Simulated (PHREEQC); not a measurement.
**Ultrapure water in contact with air or piping: speciation**

Synthetic water in mg/L, 25 °C, pH 6.9, pe 9: Na 0.0306; K 0.0041; Ca 0.11; Mg 0.00637; Cl 0.165; S(6) as SO4 0.00411; Alkalinity as HCO3 0.153; Pb 0.0094.

Valence states are taken as typed.

All values are PHREEQC results (ion-association model, phreeqc.dat), not measurements.

Precipitation was switched off in this run.

Question: Estimate the charge-balance error.

Answer: charge-balance error 1.9 %.

Question: In which forms is Pb present?

Answer: Pb+2 85 %, PbOH+ 13 %, PbCO3 1.4 % of the Pb.
